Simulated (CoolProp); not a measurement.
The numbers come from the reference Helmholtz-energy equation of state, Lemmon 2003 in CoolProp. It is a pseudo-pure fit of the blend.

Task: For R407C, give the phase and the density (kg/m³), speed of sound (m/s), conductivity (mW/(m K)), fugacity coefficient at -39.65 °C and 11.6 bar.

Result: 
- -39.65 °C and 11.6 bar: liquid; density 1370, speed of sound 790, conductivity 114, fugacity coefficient 0.0890

Thermal conductivity comes from a separate model (Geller 2001).
